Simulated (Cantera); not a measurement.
# Ta₂O₅ + C + H₂ + CH₄ (carbothermic reduction)

Feed: 1 mol Ta₂O₅, 2.1 mol C, 0.61 mol H₂, 1.5 mol CH₄, at 710 Pa.

Cantera equilibrium calculation (NASA polynomials, part measured and part estimated; ideal gas, pure solids and liquids). Candidate condensed phases: C, C₆H₆, C₇H₈, C₈H₁₈, H₂O, Ta, TaC, Ta₂O₅; 113 gas species. Mutual solubility and eutectic melting of coexisting phases are not modelled. TaC: taken at fixed stoichiometry. Condensed phases not in the tables: Ta₂C, N, O or C dissolved in the metal. Equilibrium is a limit: real reactors are often held back by kinetics, nucleation or transport.

```csv
T (K),log p H₂,log p CO,log p H,log p TaO₂,log p TaO,n TaC(s),n Ta₂O₅(s),n Ta(s),n Ta₂O₅(l)
1748,-2.38,-2.53,-4.83,-8.39,-9.52,1.03,0.485,0,0
1848,-2.39,-2.53,-4.47,-7.35,-8.29,1.03,0.485,0,0
1948,-2.39,-2.53,-4.14,-6.41,-7.20,1.03,0.485,0,0
2048,-2.46,-2.45,-3.88,-5.62,-6.34,0,0.277,1.44,0
2148,-2.47,-2.46,-3.62,-4.99,-5.69,0,0,1.44,0.273
2248,-2.49,-2.47,-3.38,-4.43,-5.10,0,0,1.43,0.259
2348,-2.53,-2.48,-3.17,-3.92,-4.56,0,0,1.40,0.217
```
log p: log10 of the partial pressure in bar; n: condensed amount in mol.

From 1748 K to 1948 K the condensed part is TaC(s) + Ta₂O₅(s). At 2048 K the condensed part is Ta(s) + Ta₂O₅(s). From 2148 K to 2348 K the condensed part is Ta(s) + Ta₂O₅(l). The main Ta-bearing gas is TaO₂ throughout.
